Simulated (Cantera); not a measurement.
Feed: 1 mol Pb, 66 mol H₂, held at 675 °C and 10.0 bar.

Equilibrium computed with Cantera from the NASA thermochemical tables; the gas is ideal and each condensed phase is pure. Candidate condensed phases: Pb; 4 gas species. The numbers say what is thermodynamically allowed, not how fast it happens.

Problem. What is the equilibrium state?

Solution. x(H₂): 1.00
n(Pb(l)): 1.000 mol
gas amount: 66.00 mol
